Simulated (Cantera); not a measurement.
An isothermal, constant-pressure homogeneous reactor starts with CH4 : N2 = 1 : 35 (molar parts), at 1150 K and 0.460 bar. Integrator tolerance rtol = 1e-08.

Computed with Cantera and GRI-Mech 3.0 (53 species, 325 reactions). GRI-Mech 3.0 stops at C3 and has no aromatics, soot or wall deposition, so with more carbon than oxygen in the feed, carbon stays in small species such as C2H2 where larger ones or solid carbon would form.

Task: What does this change do: temperature 1150 to 1800 K?

Result: 
```
quantity                                             before                                      after
-----------------  ----------------------------------------  -----------------------------------------
x(CH4) at 30.0 s     0.0278 (gas-phase equilibrium 0.00946)    2.30e-5 (gas-phase equilibrium 8.65e-6)
x(HCN) at 30.0 s      <1e-12 (gas-phase equilibrium 0.0133)     6.95e-5 (gas-phase equilibrium 0.0238)
x(C2H2) at 30.0 s   1.55e-7 (gas-phase equilibrium 0.00170)     0.0135 (gas-phase equilibrium 0.00160)
x(H) at 30.0 s     1.24e-11 (gas-phase equilibrium 1.79e-8)  0.000107 (gas-phase equilibrium 0.000107)
x(C2H) at 30.0 s      <1e-12 (gas-phase equilibrium <1e-12)    3.11e-7 (gas-phase equilibrium 3.70e-8)
```
